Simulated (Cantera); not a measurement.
Feed: 1 mol C3H6, 0.032 mol NH3, held at 1125 K and 190000 Pa.

Method: chemical equilibrium by Gibbs-energy minimisation in Cantera with the NASA 1993 tables (ideal gas, pure condensed phases). Candidate condensed phases: C, C6H6, C7H8, C8H18; 92 gas species. Equilibrium is a limit: real reactors are often held back by kinetics, nucleation or transport.

Base state: H2 0.945, CH4 0.0490, N2 0.00546, NH3 3.58e-5 (mole fractions); condensed: C(graphite).

Q: What changes in the equilibrium state with this change: NH3 from 0.032 to 0.96 mol?

A: 
```json
[
 {"species": "H2", "before": "0.945", "after": "0.858"},
 {"species": "N2", "before": "0.00546", "after": "0.101"},
 {"species": "CH4", "before": "0.0490", "after": "0.0404"},
 {"species": "NH3", "before": "3.58e-5", "after": "0.000134"},
 {"species": "C(graphite), mol", "before": "2.86", "after": "2.81"}
]
```

Q: What changes in the equilibrium state with this change: NH3 from 0.032 to 0.012 mol?

A: 
```csv
species,before,after
H2,0.945,0.949
CH4,0.0490,0.0493
N2,0.00546,0.00207
NH3,3.58e-5,2.22e-5
"C(graphite), mol",2.86,2.86
```
